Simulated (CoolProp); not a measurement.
Vapour-liquid equilibrium of R152A (1) + n-butane (2) at 72.75 °C; x and y are mole fractions of (1).

Model: multi-fluid Helmholtz-energy mixture model, Outcalt 1996 and Bücker 2006; pair parameters Bell 2016, in CoolProp.

| x | bubble pressure (bar) | y at the bubble point | dew pressure at overall composition x (bar) | liquid density (mol/L) |
|---|---|---|---|---|
| 0.05 | 10.46 | 0.181 | 9.066 | 8.838 |
| 0.15 | 13.30 | 0.374 | 10.10 | 8.925 |
| 0.25 | 15.31 | 0.479 | 11.36 | 9.023 |
| 0.35 | 16.80 | 0.552 | 12.89 | 9.142 |
| 0.45 | 17.95 | 0.610 | 14.72 | 9.292 |
| 0.55 | 18.87 | 0.665 | 16.77 | 9.491 |
| 0.65 | 19.60 | 0.721 | 18.64 | 9.756 |
| 0.75 | 20.12 | 0.782 | 19.88 | 10.10 |
| 0.85 | 20.38 | 0.855 | 20.37 | 10.55 |
| 0.95 | 20.28 | 0.945 | 20.26 | 11.10 |

y crosses x between x = 0.85 and 0.95: the model has an azeotrope there.

Pair parameters are fitted to limited data, so mixtures are less certain than the pure fluids.
